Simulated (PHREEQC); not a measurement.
Consider water at 25 °C with 0.0047 mol/kgw Cu(BF4)2 and 0.012 mol/kgw HNO3. Closed to the air; pH follows from the charge balance.

Equilibrium calculation in PHREEQC: ion-association model, phreeqc.dat.

| quantity | before | after |
|---|---|---|
| pH | 2.01 | 2.94 |
| ionic strength (mol/kgw) | 0.0251 | 0.0152 |

Task: Name the change that produced these shifts.
A) temperature from 25 to 65 °C
B) diluted 2-fold with water
C) Cu(BF4)2 left out
D) HNO3 left out
E) temperature from 25 to 50 °C

Result: D, HNO3 left out

Precipitation was switched off in this run. Real BF4- forms and hydrolyses slowly; the run takes it at equilibrium.
